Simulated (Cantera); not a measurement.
Charge: 1 mol CCl4, 0.51 mol F2, 0.2 mol H2, held at 975 K and 10.0 mbar.

These are equilibrium values from Cantera (NASA tables, ideal gas, pure condensed phases), not measurements of a reactor. Candidate condensed phases: C, C6H6, C7H8, C8H18; 118 gas species. Gases not in the tables: C2F6 and larger saturated fluorocarbons. Kinetics and transport are ignored.

Base state: Cl2 0.737, HCl 0.135, CF4 0.0898, HF 0.0275, CClF3 0.00810, Cl 0.00227, CCl2F2 0.000967, CCl3F 0.000116 (mole fractions); condensed: C(graphite).

Q: What changes in the equilibrium state with this change: CCl4 replaced by c-C4F8?

A: 
```csv
species,before,after
CF4,0.0898,0.843
HF,0.0275,0.157
Cl2,0.737,0
HCl,0.135,0
CClF3,0.00810,0
Cl,0.00227,0
CCl2F2,0.000967,0
"C(graphite), mol",0.755,1.84
```
The feed counts by its element totals alone.
